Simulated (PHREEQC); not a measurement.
A solution holds 0.0024 mol/kgw KOH, 0.0079 mol/kgw CO2, 0.002 mol/kgw (CH3)4NCl and 0.00065 mol/kgw K2CO3, at 65 °C. Closed to the air; pH follows from the charge balance.

The numbers come from PHREEQC with the ion-association model, phreeqc.dat.

```yaml
pH: 6.14
ionic_strength: 0.00570 mol/kgw
total_alkalinity: 3.70 meq/kg
```

```json
[
 {"species": "CO2", "molality": "0.00485", "activity": "0.00485", "log γ": "0.001"},
 {"species": "HCO3-", "molality": "0.00370", "activity": "0.00340", "log γ": "-0.037"},
 {"species": "K+", "molality": "0.00370", "activity": "0.00339", "log γ": "-0.038"},
 {"species": "Cl-", "molality": "0.00200", "activity": "0.00183", "log γ": "-0.038"},
 {"species": "(CH3)4N+", "molality": "0.00200", "activity": "0.00183", "log γ": "-0.038"},
 {"species": "(CO2)2", "molality": "1.24e-6", "activity": "1.24e-6", "log γ": "0.001"}
]
```

This is a speciation only: nothing precipitates in the calculation. Complexes and solids missing from the database can't appear. (CH3)4N+ isn't in the database: it is added as a free cation with an ion size of 4 Å. Away from 25 °C the constants follow the database's enthalpies or fits; those with neither stay at their 25 °C values.
